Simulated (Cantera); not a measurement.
An isothermal, constant-pressure homogeneous reactor starts with CH4 : H2 = 1 : 8.3 (molar parts), at 1700 K and 0.00380 bar.

Cantera simulation using GRI-Mech 3.0 (53 species, 325 reactions); the numbers are that mechanism's predictions, not measurements. GRI-Mech 3.0 stops at C3 and has no aromatics, soot or wall deposition, so with more carbon than oxygen in the feed, carbon stays in small species such as C2H2 where larger ones or solid carbon would form. Radical loss at walls, strong at low pressure, is not modelled.

x: mole fraction; the columns are a selection and need not sum to one.

```json
[
 {"t (s)": "4.00e-6", "x CH4": "0.108", "x H2": "0.892", "x C2H": "<1e-12", "x C2H2": "<1e-12", "x C2H6": "<1e-12"},
 {"t (s)": "1.16e-5", "x CH4": "0.108", "x H2": "0.892", "x C2H": "<1e-12", "x C2H2": "<1e-12", "x C2H6": "<1e-12"},
 {"t (s)": "3.35e-5", "x CH4": "0.108", "x H2": "0.892", "x C2H": "<1e-12", "x C2H2": "<1e-12", "x C2H6": "<1e-12"},
 {"t (s)": "9.70e-5", "x CH4": "0.108", "x H2": "0.892", "x C2H": "<1e-12", "x C2H2": "<1e-12", "x C2H6": "<1e-12"},
 {"t (s)": "0.000281", "x CH4": "0.108", "x H2": "0.892", "x C2H": "<1e-12", "x C2H2": "<1e-12", "x C2H6": "2.66e-12"},
 {"t (s)": "0.000812", "x CH4": "0.108", "x H2": "0.892", "x C2H": "<1e-12", "x C2H2": "<1e-12", "x C2H6": "8.44e-11"},
 {"t (s)": "0.00235", "x CH4": "0.107", "x H2": "0.892", "x C2H": "<1e-12", "x C2H2": "4.49e-11", "x C2H6": "…"},
 {"t (s)": "0.00681", "x CH4": "0.107", "x H2": "0.892", "x C2H": "<1e-12", "x C2H2": "3.84e-9", "x C2H6": "…"},
 {"t (s)": "0.0197", "x CH4": "0.107", "x H2": "0.892", "x C2H": "<1e-12", "x C2H2": "3.56e-7", "x C2H6": "…"},
 {"t (s)": "0.0570", "x CH4": "0.106", "x H2": "0.892", "x C2H": "7.04e-11", "x C2H2": "3.67e-5", "x C2H6": "…"},
 {"t (s)": "0.165", "x CH4": "0.0992", "x H2": "0.895", "x C2H": "1.12e-8", "x C2H2": "0.00219", "x C2H6": "…"},
 {"t (s)": "0.478", "x CH4": "0.0689", "x H2": "0.912", "x C2H": "1.10e-7", "x C2H2": "0.0161", "x C2H6": "…"},
 {"t (s)": "1.38", "x CH4": "0.0326", "x H2": "0.932", "x C2H": "2.61e-7", "x C2H2": "0.0332", "x C2H6": "…"},
 {"t (s)": "4.00", "x CH4": "0.0103", "x H2": "0.944", "x C2H": "4.32e-7", "x C2H2": "0.0436", "x C2H6": "…"}
]
```

Question: What belongs in the gaps?

Answer: 
- 0.00235, x C2H6: 2.00e-9
- 0.00681, x C2H6: 3.45e-8
- 0.0197, x C2H6: 3.99e-7
- 0.0570, x C2H6: 3.22e-6
- 0.165, x C2H6: 1.37e-5
- 0.478, x C2H6: 9.94e-6
- 1.38, x C2H6: 2.67e-6
- 4.00, x C2H6: 3.52e-7
